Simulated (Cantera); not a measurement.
Cantera run:

```python
import numpy as np
import cantera as ct

gas_names = """
    F FO FO2 F2 F2O H HF HOF HO2 H2 H2F2 H2O H2O2 H3F3 H4F4 H5F5 H6F6 H7F7 O OH O2 O3
""".split()
cond_names = """
    H2O(s) H2O(L)
""".split()


# ... load() reads the species with a 1 bar reference pressure and builds the phases ...
atoms = {
    'HF': {'H': 1, 'F': 1},
    'H2O': {'H': 2, 'O': 1},
    'O2': {'O': 2},
}
top_T = {}  # K; cautious upper limits of use, not melting points


# ... equilibrate(T, P, feed) seeds the gas with the atoms and calls Mixture.equilibrate('TP', solver="vcs", rtol=1e-11, max_steps=5000) ...
results = []
feed = {'HF': 1, 'H2O': 0.036, 'O2': 0.076}  # mol
P = 101325  # Pa
for T in [2323, 2373, 2423, 2473, 2523, 2573, 2623, 2673, 2723, 2773]:
    mix = equilibrate(T, P, feed)
    results.append((T, P, feed, dict(zip(mix.species_names, mix.species_moles))))
    x = sorted(zip(gas.X, gas.species_names), reverse=True)
    print(f"T = {T:g} K  P = {P:g} Pa  gas = {mix.phase_moles(0):.4g} mol")
    print("   x: " + "  ".join(f"{s} {v:.3e}" for v, s in x if v > 0.0001))
    print("   condensed (mol): " + ("  ".join(f"{mix.phase(i).name} {mix.phase_moles(i):.4g}"
          for i in range(1, mix.n_phases) if mix.phase_moles(i) > 1e-12) or "none"))
```

It prints:

```
T = 2323 K  P = 101325 Pa  gas = 1.114 mol
   x: HF 8.967e-01  O2 6.665e-02  H2O 3.066e-02  OH 3.303e-03  O 1.454e-03  F 7.395e-04  H2 2.788e-04  H 1.806e-04
   condensed (mol): none
T = 2373 K  P = 101325 Pa  gas = 1.115 mol
   x: HF 8.960e-01  O2 6.624e-02  H2O 3.032e-02  OH 3.916e-03  O 1.917e-03  F 9.612e-04  H2 3.640e-04  H 2.647e-04
   condensed (mol): none
T = 2423 K  P = 101325 Pa  gas = 1.116 mol
   x: HF 8.951e-01  O2 6.575e-02  H2O 2.993e-02  OH 4.602e-03  O 2.496e-03  F 1.237e-03  H2 4.692e-04  H 3.816e-04
   condensed (mol): none
T = 2473 K  P = 101325 Pa  gas = 1.117 mol
   x: HF 8.941e-01  O2 6.516e-02  H2O 2.948e-02  OH 5.364e-03  O 3.212e-03  F 1.577e-03  H2 5.978e-04  H 5.416e-04
   condensed (mol): none
T = 2523 K  P = 101325 Pa  gas = 1.118 mol
   x: HF 8.928e-01  O2 6.447e-02  H2O 2.897e-02  OH 6.202e-03  O 4.090e-03  F 1.992e-03  H 7.576e-04  H2 7.529e-04
   condensed (mol): none
T = 2573 K  P = 101325 Pa  gas = 1.119 mol
   x: HF 8.912e-01  O2 6.367e-02  H2O 2.840e-02  OH 7.114e-03  O 5.153e-03  F 2.496e-03  H 1.045e-03  H2 9.378e-04
   condensed (mol): none
T = 2623 K  P = 101325 Pa  gas = 1.121 mol
   x: HF 8.893e-01  O2 6.274e-02  H2O 2.776e-02  OH 8.097e-03  O 6.427e-03  F 3.104e-03  H 1.422e-03  H2 1.156e-03
   condensed (mol): none
T = 2673 K  P = 101325 Pa  gas = 1.122 mol
   x: HF 8.870e-01  O2 6.167e-02  H2O 2.705e-02  OH 9.146e-03  O 7.939e-03  F 3.831e-03  H 1.912e-03  H2 1.410e-03
   condensed (mol): none
T = 2723 K  P = 101325 Pa  gas = 1.125 mol
   x: HF 8.844e-01  O2 6.046e-02  H2O 2.626e-02  OH 1.025e-02  O 9.715e-03  F 4.698e-03  H 2.538e-03  H2 1.702e-03
   condensed (mol): none
T = 2773 K  P = 101325 Pa  gas = 1.127 mol
   x: HF 8.812e-01  O2 5.908e-02  H2O 2.539e-02  O 1.178e-02  OH 1.140e-02  F 5.725e-03  H 3.331e-03  H2 2.034e-03
   condensed (mol): none
```

Equilibrium computed with Cantera from the NASA thermochemical tables; the gas is ideal and each condensed phase is pure.
